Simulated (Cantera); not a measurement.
Charge: 1 mol CuO, 180 mol H2, equilibrated at 748.15 K and 4.80 mbar.

Method: chemical equilibrium by Gibbs-energy minimisation in Cantera with the NASA 1993 tables (ideal gas, pure condensed phases). Candidate condensed phases: Cu, CuO, Cu(OH)2, Cu2O, H2O; 12 gas species. Kinetics and transport are ignored.

Base state: H2 0.994, H2O 0.00556 (mole fractions); condensed: Cu(s).

Q: What changes in the equilibrium state with this change: 0.66 mol CH4 added?

A: 
| species | before | after |
|---|---|---|
| H2 | 0.994 | 0.992 |
| H2O | 0.00556 | 0.00413 |
| CH4 | 0 | 0.00229 |
| CO | 0 | 0.00132 |
| CO2 | 0 | 3.42e-5 |
| Cu(s), mol | 1.00 | 1.00 |
Further candidate phases: C, C6H6, C7H8, C8H18.
